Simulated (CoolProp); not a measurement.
Ethylene at 298.15 K and 3.84 MPa is throttled through a valve to 2.21 MPa with no heat exchange. Each further row changes one setting.

Computed with CoolProp (reference Helmholtz-energy equation of state, Smukala 2000).

```tsv
case	temperature change (K)	final density (kg/m³)
as stated	-19.9	___
outlet pressure 0.663 MPa	___	9.31
outlet pressure 2.87 MPa	___	___
```

Task: What belongs in the gaps?

Result: 
- as stated, final density (kg/m³): 32.6
- outlet pressure 0.663 MPa, temperature change (K): -42.0
- outlet pressure 2.87 MPa, temperature change (K): -11.4
- outlet pressure 2.87 MPa, final density (kg/m³): 43.0
